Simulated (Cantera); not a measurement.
An adiabatic, constant-volume homogeneous reactor starts with H2 : O2 : N2 = 1 : 0.5 : 1.88 (molar parts), at 1600 K and 1000000 Pa. Integrator tolerance rtol = 1e-08.

Computed with Cantera and the H2/O2 subset of GRI-Mech 3.0, which has no nitrogen chemistry. The hydrogen kinetics of GRI-Mech 3.0 are dated; newer H2 mechanisms differ, most at raised pressure. Above 3000 K some thermodynamic fits are extrapolated.

Q: How do the results move with these cheaper or finer settings: rtol 1e-08 to 0.01; full GRI-Mech 3.0 in place of its H2/O2 subset; rtol 1e-08 to 1e-05?

A: 
```
setting                                         time of steepest temperature rise  temperature at 0.200 s  equilibrium temperature  x(H2) at 0.200 s  integrator steps
----------------------------------------------  ---------------------------------  ----------------------  -----------------------  ----------------  ----------------
as above                                                                  1.01 µs                  3282 K                   3282 K            0.0497              1031
rtol 1e-08 to 0.01                                                        1.02 µs                  3280 K                   3282 K            0.0496               152
full GRI-Mech 3.0 in place of its H2/O2 subset                            1.01 µs                  3257 K                   3257 K            0.0529              1097
rtol 1e-08 to 1e-05                                                       1.01 µs                  3282 K                   3282 K            0.0497               484
```
